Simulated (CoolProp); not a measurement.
The fluoroketone C6F12O (FK-5-1-12) along the isobar 1.01 bar: fugacity coefficient from the reference equation and from simpler models built on Tc = 168.7 °C, pc = 18.69 bar, ω = 0.471; each cubic takes its own stable root.

The numbers come from the reference Helmholtz-energy equation of state, McLinden 2015 in CoolProp.

| T (°C) | phase | reference |
|---|---|---|
| -85.15 | liquid | 8.906e-5 |
| -59.15 | liquid | 0.001767 |
| -33.15 | liquid | 0.01588 |
| -7.15 | liquid | 0.08343 |
| 18.85 | liquid | 0.3001 |
| 44.85 | liquid | 0.8184 |
| 70.85 | gas | 0.9528 |
| 96.85 | gas | 0.9640 |
| 122.85 | gas | 0.9719 |
| 148.85 | gas | 0.9778 |
| 174.85 | gas | 0.9821 |
| 200.85 | gas | 0.9855 |
| 226.85 | gas | 0.9881 |

Problem. How far does each simpler model (van der Waals, Redlich-Kwong, Soave-Redlich-Kwong) lie from the reference over these 13 states: mean and median of the absolute difference, and the worst?

Solution. 
- van der Waals: mean 15872.8 %, median 1.9 %, worst +177196.2 % at -85.15 °C and 1.01 bar
- Redlich-Kwong: mean 485.3 %, median 1.1 %, worst +3633.4 % at -85.15 °C and 1.01 bar
- Soave-Redlich-Kwong: mean 3.2 %, median 0.4 %, worst +24.7 % at -85.15 °C and 1.01 bar

At some of these states van der Waals, Redlich-Kwong gives the other phase, because its saturation line lies elsewhere.
